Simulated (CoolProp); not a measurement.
Vapour pressure (MPa) of octamethylcyclotetrasiloxane (D4): the reference equation beside estimates from Tc = 313.4 °C, pc = 1.347 MPa, ω = 0.598. Clausius-Clapeyron is anchored at 147.65 °C with a constant enthalpy of vaporisation of 42.00 kJ/mol.

Model: reference Helmholtz-energy equation of state, Thol 2015, in CoolProp.

```csv
T (°C),reference,Lee-Kesler,Clausius-Clapeyron,Soave-Redlich-Kwong,Peng-Robinson
82.25,0.004006,0.004110,0.005125,0.004103,0.004403
93.15,0.006546,0.006656,0.007824,0.006646,0.007042
104.05,0.01030,0.01041,0.01165,0.01039,0.01089
114.95,0.01568,0.01577,0.01698,0.01575,0.01635
125.85,0.02316,0.02321,0.02423,0.02320,0.02388
136.75,0.03329,0.03329,0.03392,0.03331,0.03403
147.65,0.04668,0.04663,0.04668,0.04672,0.04742
158.55,0.06404,0.06393,0.06321,0.06414,0.06475
169.45,0.08612,0.08594,0.08433,0.08639,0.08680
180.25,0.1135,0.1132,0.1107,0.1140,0.1141
191.15,0.1474,0.1471,0.1438,0.1486,0.1482
202.05,0.1888,0.1884,0.1845,0.1907,0.1898
212.95,0.2385,0.2382,0.2342,0.2417,0.2400
```

Absolute difference from the reference over all 13 rows, mean and median: Lee-Kesler 0.6 and 0.2 %, Clausius-Clapeyron 6.7 and 2.4 %, Soave-Redlich-Kwong 0.7 and 0.4 %, Peng-Robinson 3.0 and 1.6 %.
